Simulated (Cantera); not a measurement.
Mixture: CH4 : O2 : N2 : CO2 = 1 : 3.51 : 13.2 : 1 (molar parts), equivalence ratio 0.57, at 2600000 Pa, adiabatic and at constant pressure. Ignition delay is the time to a rise of 400 K.

Model: GRI-Mech 3.0 (53 species, 325 reactions), integrated in Cantera. The pressure lies above the range GRI-Mech 3.0 was tuned for (to about 10 atm).

Task: What does this change do: pressure from 2600000 Pa to 140000 Pa?

Result: 
| quantity | before | after |
|---|---|---|
| delay at 1200 K | 1.49 ms | 27.7 ms |
| delay at 1250 K | 0.824 ms | 14.0 ms |
| delay at 1300 K | 0.476 ms | 7.34 ms |
| delay at 1350 K | 0.285 ms | 3.99 ms |
| delay at 1400 K | 0.176 ms | 2.25 ms |
| delay at 1450 K | 0.111 ms | 1.32 ms |
| delay at 1500 K | 71.8 µs | 0.803 ms |
| apparent activation energy between 1400 and 1500 K | 160 kJ/mol | 180 kJ/mol |
